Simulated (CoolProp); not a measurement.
Vapour pressure (MPa) of R236EA: the reference equation beside estimates from Tc = 139.3 °C, pc = 3.414 MPa, ω = 0.368.

The numbers come from the reference Helmholtz-energy equation of state, Rui 2013 in CoolProp.

| T (°C) | reference | Soave-Redlich-Kwong | Peng-Robinson |
|---|---|---|---|
| 52.05 | [?] | 0.4876 | 0.4819 |
| 56.85 | 0.5529 | 0.5586 | 0.5517 |
| 61.65 | 0.6300 | 0.6372 | 0.6290 |
| 66.55 | 0.7169 | [?] | 0.7162 |
| 71.35 | 0.8105 | [?] | 0.8102 |
| 76.25 | 0.9152 | 0.9280 | 0.9155 |
| 81.05 | 1.027 | [?] | [?] |
| 85.85 | [?] | [?] | 1.152 |
| 90.75 | 1.286 | 1.305 | 1.289 |

Question: What belongs in the gaps?

Answer: 
- 52.05, reference: 0.4832
- 66.55, Soave-Redlich-Kwong: 0.7258
- 71.35, Soave-Redlich-Kwong: 0.8212
- 81.05, Soave-Redlich-Kwong: 1.042
- 81.05, Peng-Robinson: 1.029
- 85.85, reference: 1.150
- 85.85, Soave-Redlich-Kwong: 1.167

Absolute difference from the reference over all 9 rows, mean and median: Soave-Redlich-Kwong 1.3 and 1.3 %, Peng-Robinson 0.2 and 0.2 %.
